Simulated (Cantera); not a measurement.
# Equilibrium for chemical vapour transport: Fe + Cl2 + H2

A closed system holds: 1 mol Fe, 0.78 mol Cl2, 1.4 mol H2, held at 0.0100 bar.

Method: chemical equilibrium by Gibbs-energy minimisation in Cantera with the NASA 1993 tables (ideal gas, pure condensed phases). Candidate condensed phases: Fe, FeCl2, FeCl3; 11 gas species. The numbers say what is thermodynamically allowed, not how fast it happens.

```tsv
T (K)	x H2	x HCl	x FeCl2	x Fe2Cl4	x H	x Fe	n Fe(α)	n FeCl2(s)	n Fe(γ)	n Fe(δ)
775	0.733	0.263	0.00373	0.000242	8.49e-12	<1e-12	0.433	0.561	0	0
925	0.379	0.530	0.0869	0.00348	1.60e-9	<1e-12	0.796	0	0	0
1075	0.412	0.461	0.126	0.000549	9.42e-8	4.51e-11	0.723	0	0	0
1225	0.438	0.408	0.153	0.000116	2.06e-6	1.13e-8	0	0	0.665	0
1375	0.458	0.368	0.174	3.29e-5	2.32e-5	8.21e-7	0	0	0.621	0
1525	0.473	0.338	0.189	1.17e-5	0.000163	2.53e-5	0	0	0.588	0
1675	0.484	0.314	0.200	4.95e-6	0.000808	0.000415	0	0	0	0.562
```
x: gas mole fraction; n: condensed amount in mol.

At 775 K the condensed part is Fe(α) + FeCl2(s). From 925 K to 1075 K the condensed part is Fe(α). From 1225 K to 1525 K the condensed part is Fe(γ). At 1675 K the condensed part is Fe(δ). The main Fe-bearing gas is FeCl2 throughout. The share of Fe in condensed phases is highest at 775 K (99.3 %) and lowest at 1675 K (56.2 %).
